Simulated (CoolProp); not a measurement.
Vapour-liquid equilibrium of n-hexane (1) + p-xylene (2) at 132.35 °C; x and y are mole fractions of (1).

Values from CoolProp's multi-fluid Helmholtz-energy mixture model, Thol 2019 and Zhou 2012; pair parameters Bell 2016.

| x | bubble pressure (MPa) | y at the bubble point | dew pressure at overall composition x (MPa) | liquid density (mol/L) |
|---|---|---|---|---|
| 0.05 | 0.1125 | 0.263 | 0.09018 | 7.116 |
| 0.15 | (withheld) | 0.530 | 0.09949 | 7.048 |
| 0.25 | 0.2092 | 0.667 | 0.1109 | 6.977 |
| 0.35 | 0.2532 | 0.753 | 0.1252 | 6.903 |
| 0.45 | 0.2953 | 0.813 | 0.1436 | 6.824 |
| 0.55 | 0.3362 | 0.859 | 0.1680 | 6.741 |
| 0.65 | 0.3765 | 0.896 | 0.2020 | 6.654 |
| 0.75 | 0.4172 | 0.929 | 0.2516 | 6.562 |
| 0.85 | (withheld) | 0.958 | 0.3277 | (withheld) |
| 0.95 | 0.5025 | 0.986 | 0.4465 | (withheld) |

Complete the blanks.


- 0.15, bubble pressure (MPa): 0.1625
- 0.85, bubble pressure (MPa): 0.4589
- 0.85, liquid density (mol/L): 6.465
- 0.95, liquid density (mol/L): 6.361

No azeotrope shows between x = 0.05 and 0.95.

The pair parameters rest on a limited set of measurements; away from them the model extrapolates.
